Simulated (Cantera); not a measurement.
Feed: 1 mol PbO, 0.25 mol O₂, 0.49 mol H₂, at 950 K and 8600 Pa.

These are equilibrium values from Cantera (NASA tables, ideal gas, pure condensed phases), not measurements of a reactor. Candidate condensed phases: H₂O, Pb, PbO, PbO₂, Pb₃O₄; 12 gas species. The numbers say what is thermodynamically allowed, not how fast it happens.

Base state: H₂O 0.990, O₂ 0.0101 (mole fractions); condensed: PbO(yellow).

What changes in the equilibrium state with this change: temperature from 950 K to 1375 K?


```csv
species,before,after
H₂O,0.990,0.970
PbO,6.13e-7,0.0179
O₂,0.0101,0.0105
Pb,<1e-9,0.00117
OH,1.12e-7,6.49e-5
"PbO(yellow), mol",1.00,0
"PbO(l), mol",0,0.990
```
Gases not in the tables: (PbO)n polymers.
